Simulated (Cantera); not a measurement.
Predominance diagram of Ta at 1152 °C against the partial pressures of O2 and CO (log10, bar). Standard-state values (1 bar) from the NASA 1993 polynomials, evaluated with Cantera. Candidates: Ta(s), TaC(s), Ta2O5(s). Only these pure phases compete in this equilibrium. TaC: taken at fixed stoichiometry. Not in the tables: Ta2C.

Problem. Which phase is stable at these pairs, and which metal-bearing vapour leads over it? (-4.2, -7.7); (-12.5, -7.7); (-15.2, -3.4); (-9.7, -11); (-12.5, -0.1); (-12.5, -3.4); (-9.7, -6.6)

Solution. 
```
log p(O2)  log p(CO)     phase  chief vapour  log p (bar)
---------  ---------  --------  ------------  -----------
-4.2            -7.7  Ta2O5(s)          TaO2        -16.4
-12.5           -7.7  Ta2O5(s)          TaO2        -14.3
-15.2           -3.4  Ta2O5(s)          TaO2        -13.6
-9.7             -11  Ta2O5(s)          TaO2        -15.0
-12.5           -0.1  Ta2O5(s)          TaO2        -14.3
-12.5           -3.4  Ta2O5(s)          TaO2        -14.3
-9.7            -6.6  Ta2O5(s)          TaO2        -15.0
```
